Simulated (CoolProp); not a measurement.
Carbon monoxide at 357.39 K and 3.23 MPa is throttled through a valve to 0.452 MPa with no heat exchange. Each further row changes one setting.

Values from CoolProp's reference Helmholtz-energy equation of state, Lemmon 2006. It is a short technical equation, of lower accuracy than the large ones.

| case | temperature change (K) | final density (kg/m³) |
|---|---|---|
| as stated | -4.4 | 4.31 |
| outlet pressure 0.136 MPa | -5.0 | 1.30 |
| outlet pressure 0.588 MPa | -4.2 | 5.61 |
